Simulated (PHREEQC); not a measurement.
A made-up water analysis in mg/kgw, 25 °C, pH 2.53, pe 9.5:

```json
[
 {"constituent": "Na", "mg/kgw": "2310"},
 {"constituent": "K", "mg/kgw": "19.6"},
 {"constituent": "Ca", "mg/kgw": "345"},
 {"constituent": "Mg", "mg/kgw": "196"},
 {"constituent": "Cl", "mg/kgw": "962"},
 {"constituent": "S(6) as SO4", "mg/kgw": "7190"},
 {"constituent": "Cu(2)", "mg/kgw": "4.67"},
 {"constituent": "Mn(2)", "mg/kgw": "88.5"},
 {"constituent": "Al", "mg/kgw": "434"}
]
```

Cl is adjusted to close the charge balance.
Valence states are taken as typed.

The numbers come from PHREEQC with the ion-association model, wateq4f.dat.

The ionic strength comes out as 0.189 mol/kgw. What activity coefficients do CaHSO4+, Ca+2, Al+3, H+, Cl- get?

CaHSO4+ 0.75, Ca+2 0.33, Al+3 0.13, H+ 0.80, Cl- 0.72.

Precipitation was switched off in this run.
